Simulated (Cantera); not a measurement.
Input: 1 mol c-C₄F₈, 0.023 mol CH₄, 1.2 mol H₂, at 2625 K and 0.0593 Torr.

Cantera equilibrium calculation (NASA polynomials, part measured and part estimated; ideal gas, pure solids and liquids). Candidate condensed phases: C, C₆H₆, C₇H₈, C₈H₁₈; 95 gas species. The feed counts by its element totals alone. Equilibrium is a limit: real reactors are often held back by kinetics, nucleation or transport.

Base state: F 0.628, HF 0.260, C₃ 0.0400, CF 0.0295, H 0.0269, C 0.0108, C₂ 0.00377, CF₂ 0.00154 (mole fractions); condensed: C(graphite).

**Question.** What changes in the equilibrium state with this change: temperature from 2625 K to 898 K?

**Answer.** 
```csv
species,before,after
HF,0.260,0.644
CF₄,<1e-9,0.356
F,0.628,<1e-9
C₃,0.0400,<1e-9
CF,0.0295,<1e-9
H,0.0269,<1e-9
C,0.0108,<1e-9
C₂,0.00377,<1e-9
CF₂,0.00154,<1e-9
C₅,0.000200,<1e-9
C₂H,4.43e-5,<1e-9
C₄,4.01e-5,<1e-9
"C(graphite), mol",2.54,2.65
```
Condensed phases not in the tables: fluorocarbon polymer. Gases not in the tables: C₂F₆ and larger saturated fluorocarbons.

**Question.** What changes in the equilibrium state with this change: H₂ from 1.2 to 0.88 mol?

**Answer.** 
| species | before | after |
|---|---|---|
| F | 0.628 | 0.696 |
| HF | 0.260 | 0.197 |
| C₃ | 0.0400 | 0.0400 |
| H | 0.0269 | 0.0184 |
| CF | 0.0295 | 0.0327 |
| C | 0.0108 | 0.0108 |
| H₂ | 3.17e-5 | 1.48e-5 |
| C₂H | 4.43e-5 | 3.03e-5 |
| CF₂ | 0.00154 | 0.00189 |
| C₄ | 4.01e-5 | 4.01e-5 |
| C₂ | 0.00377 | 0.00377 |
| C(graphite), mol | 2.54 | 2.52 |
